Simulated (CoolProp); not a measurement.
Vapour-liquid equilibrium of fluoroethane (R161) (1) + R1234yf (2) at 13.4 bar; x and y are mole fractions of (1).

Values from CoolProp's multi-fluid Helmholtz-energy mixture model, Wu 2012 and Lemmon 2022; pair parameters Bell 2016.

### Question
Give the bubble temperature and the first vapour's composition at x = 0.15, 0.55, 0.85. Is there an azeotrope?

### Answer
x = 0.15: 48.7 °C, y = 0.183; x = 0.55: 43.3 °C, y = 0.601; x = 0.85: 40.4 °C, y = 0.869. No azeotrope shows between x = 0.05 and 0.95.

The pair parameters rest on a limited set of measurements; away from them the model extrapolates.
